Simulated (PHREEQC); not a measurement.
A solution holds 0.0035 mol/kgw NH4HF2, 0.005 mol/kgw H2SiF6 and 0.00036 mol/kgw H2SO4, at 20 °C. Closed to the air; pH follows from the charge balance.

The numbers come from PHREEQC with the ion-association model, wateq4f.dat.

**Question.** The ionic strength comes out as 0.0166 mol/kgw. What activity coefficients do SO4-2, HSO4-, NH4+, HF2-, SiF6-2 get?

**Answer.** SO4-2 0.61, HSO4- 0.88, NH4+ 0.88, HF2- 0.88, SiF6-2 0.61.

Precipitation was switched off in this run. SiF6-2 is the database's only silicon fluoride.
